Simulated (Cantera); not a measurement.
Input (Python, Cantera) and output of one run.

```python
import numpy as np
import cantera as ct

gas_names = """
    AL ALH ALN AL2 H H2 N NH NH2 NH3 N2 N2H2 N2H4
""".split()
cond_names = """
    AL(cr) AL(L) ALN(s)
""".split()


def load(file, names, dense=False):
    # The tables refer to 1 bar. Condensed volumes are neglected.
    table = {s.name: s for s in ct.Species.list_from_file(file)}
    out = []
    for n in names:
        d = dict(table[n].input_data)
        d["thermo"] = dict(d["thermo"], **{"reference-pressure": 1e5})
        if dense:
            d["equation-of-state"] = {"model": "constant-volume", "density": "1e6 g/cm^3"}
        out.append(ct.Species.from_dict(d))
    return out


gas = ct.Solution(thermo="ideal-gas", species=load("nasa_gas.yaml", gas_names))
cond = {s.name: ct.Solution(thermo="fixed-stoichiometry", species=[s], name=s.name)
        for s in load("nasa_condensed.yaml", cond_names, dense=True)}
atoms = {
    'AlN': {'AL': 1, 'N': 1},
    'H2': {'H': 2},
}
top_T = {'ALN(s)': 2750}  # K; cautious upper limits of use, not melting points


def equilibrate(T, P, feed):
    n = {}
    for name, mol in feed.items():
        for a, k in atoms[name].items():
            n[a] = n.get(a, 0.0) + k * mol
    gas.TPX = T, P, n
    mass = sum(n.values()) * gas.mean_molecular_weight
    gas.equilibrate("TP")
    valid = [c for c in cond.values() if c.min_temp <= T <= top_T.get(c.name, c.max_temp)]
    mix = ct.Mixture([(gas, mass / gas.mean_molecular_weight)] + [(c, 0.0) for c in valid])
    mix.T, mix.P = T, P
    mix.equilibrate("TP", solver="vcs", rtol=1e-11, max_steps=5000)
    return mix


results = []
feed = {'AlN': 1, 'H2': 0.014}  # mol
P = 71000  # Pa
for T in [2550, 2575, 2600, 2625, 2650, 2675, 2700, 2725, 2750, 2775]:
    mix = equilibrate(T, P, feed)
    results.append((T, P, feed, dict(zip(mix.species_names, mix.species_moles))))
    x = sorted(zip(gas.X, gas.species_names), reverse=True)
    print(f"T = {T:g} K  P = {P:g} Pa  gas = {mix.phase_moles(0):.4g} mol")
    print("   x: " + "  ".join(f"{s} {v:.3e}" for v, s in x if v > 0.0001))
    print("   condensed (mol): " + ("  ".join(f"{mix.phase(i).name} {mix.phase_moles(i):.4g}"
          for i in range(1, mix.n_phases) if mix.phase_moles(i) > 1e-12) or "none"))
```

Result:

```
T = 2550 K  P = 71000 Pa  gas = 0.02685 mol
   x: H2 4.987e-01  AL 2.950e-01  N2 1.590e-01  H 2.614e-02  ALH 1.905e-02  AL2 1.985e-03
   condensed (mol): ALN(s) 0.9915
T = 2575 K  P = 71000 Pa  gas = 0.03294 mol
   x: H2 4.019e-01  AL 3.577e-01  N2 1.916e-01  H 2.606e-02  ALH 2.006e-02  AL2 2.694e-03
   condensed (mol): ALN(s) 0.9874
T = 2600 K  P = 71000 Pa  gas = 0.04484 mol
   x: AL 4.322e-01  H2 2.900e-01  N2 2.297e-01  H 2.453e-02  ALH 1.992e-02  AL2 3.638e-03
   condensed (mol): ALN(s) 0.9794
T = 2625 K  P = 71000 Pa  gas = 0.07712 mol
   x: AL 5.207e-01  N2 2.740e-01  H2 1.627e-01  H 2.032e-02  ALH 1.741e-02  AL2 4.891e-03
   condensed (mol): ALN(s) 0.9577
T = 2650 K  P = 71000 Pa  gas = 0.4099 mol
   x: AL 6.268e-01  N2 3.240e-01  H2 2.567e-02  H 8.912e-03  ALH 8.064e-03  AL2 6.573e-03
   condensed (mol): ALN(s) 0.7344
T = 2675 K  P = 71000 Pa  gas = 1.505 mol
   x: AL 6.478e-01  N2 3.323e-01  AL2 6.523e-03  H2 5.254e-03  H 4.443e-03  ALH 3.656e-03
   condensed (mol): none
T = 2700 K  P = 71000 Pa  gas = 1.506 mol
   x: AL 6.484e-01  N2 3.320e-01  AL2 6.077e-03  H2 5.129e-03  H 4.829e-03  ALH 3.507e-03
   condensed (mol): none
T = 2725 K  P = 71000 Pa  gas = 1.507 mol
   x: AL 6.489e-01  N2 3.318e-01  AL2 5.669e-03  H 5.233e-03  H2 4.994e-03  ALH 3.361e-03
   condensed (mol): none
T = 2750 K  P = 71000 Pa  gas = 1.508 mol
   x: AL 6.494e-01  N2 3.316e-01  H 5.653e-03  AL2 5.294e-03  H2 4.849e-03  ALH 3.219e-03
   condensed (mol): none
T = 2775 K  P = 71000 Pa  gas = 1.509 mol
   x: AL 6.498e-01  N2 3.314e-01  H 6.088e-03  AL2 4.950e-03  H2 4.695e-03  ALH 3.080e-03
   condensed (mol): none
```

Method: chemical equilibrium by Gibbs-energy minimisation in Cantera with the NASA 1993 tables (ideal gas, pure condensed phases).
